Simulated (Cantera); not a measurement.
**HgO + H₂ (iron carbonyl, mercury and lead vapours)**

Feed: 1 mol HgO, a varied amount of H₂, equilibrated at 1598.15 K and 1 atm.

Method: chemical equilibrium by Gibbs-energy minimisation in Cantera with the NASA 1993 tables (ideal gas, pure condensed phases). Candidate condensed phases: H₂O, Hg, HgO; 10 gas species. Rates play no part.

```json
[
 {"n(H₂) (mol)": "5.3", "x H₂": "0.683", "x Hg": "0.159", "x H₂O": "0.159", "x H": "4.38e-5", "x OH": "3.96e-7"},
 {"n(H₂) (mol)": "7.9", "x H₂": "0.775", "x Hg": "0.112", "x H₂O": "0.112", "x H": "4.66e-5", "x OH": "2.63e-7"},
 {"n(H₂) (mol)": "12", "x H₂": "0.846", "x Hg": "0.0769", "x H₂O": "0.0769", "x H": "4.87e-5", "x OH": "1.72e-7"},
 {"n(H₂) (mol)": "18", "x H₂": "0.895", "x Hg": "0.0526", "x H₂O": "0.0526", "x H": "5.01e-5", "x OH": "1.15e-7"},
 {"n(H₂) (mol)": "27", "x H₂": "0.929", "x Hg": "0.0357", "x H₂O": "0.0357", "x H": "5.10e-5", "x OH": "7.64e-8"},
 {"n(H₂) (mol)": "40", "x H₂": "0.951", "x Hg": "0.0244", "x H₂O": "0.0244", "x H": "5.17e-5", "x OH": "5.16e-8"},
 {"n(H₂) (mol)": "59", "x H₂": "0.967", "x Hg": "0.0167", "x H₂O": "0.0167", "x H": "5.21e-5", "x OH": "3.50e-8"},
 {"n(H₂) (mol)": "89", "x H₂": "0.978", "x Hg": "0.0111", "x H₂O": "0.0111", "x H": "5.24e-5", "x OH": "2.32e-8"}
]
```
x: gas mole fraction; nothing condenses.

From 5.3 mol H₂ to 89 mol H₂ nothing is condensed. The main Hg-bearing gas is Hg throughout.
